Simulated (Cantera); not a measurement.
A freely propagating, adiabatic, planar premixed flame of 6.60 % CH₄, 1.25 % C₂H₆, 0.555 % C₃H₈, 22.9 % O₂, 68.7 % N₂, equivalence ratio 0.89, unburnt at 473 K and 1730 Torr; multicomponent transport, grid criteria slope 0.08 and curve 0.16, no radiation.

Cantera simulation using GRI-Mech 3.0 (53 species, 325 reactions); the numbers are that mechanism's predictions, not measurements. Burning velocities carry a grid error of a few per cent, more on coarse grids.

Problem. Predict: laminar burning velocity; thermal thickness; peak x(HO₂); peak x(C₂H₂).

Solution. 
```
Quantity                     Result
------------------------  ---------
laminar burning velocity  92.3 cm/s
thermal thickness          0.146 mm
peak x(HO₂)                0.000368
peak x(C₂H₂)               0.000400
```
